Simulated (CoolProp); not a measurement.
A simple Rankine cycle with R245ca: condensing at 318.15 K, boiler at 0.671 MPa, turbine inlet 399.5 K, turbine efficiency 0.8, pump efficiency 0.8, no recuperator. Each further row changes one setting.

Values from CoolProp's reference Helmholtz-energy equation of state, Zhou 2016.

```
case                             thermal efficiency (%)  net work (kJ/kg)  heat in (kJ/kg)  turbine exit temperature (K)  volume ratio over the turbine
-------------------------------  ----------------------  ----------------  ---------------  ----------------------------  -----------------------------
as stated                                           7.7              20.7              271                         374.4                           3.27
turbine inlet 419.5 K                               7.5              22.1              294                         394.6                           3.25
condensing temperature 310.15 K                     9.0              25.5              282                         369.1                           4.27
boiler pressure 0.47 MPa                            5.5              15.0              273                         382.5                           2.27
turbine efficiency 0.7                              6.7              18.1              271                         376.8                           3.30
```
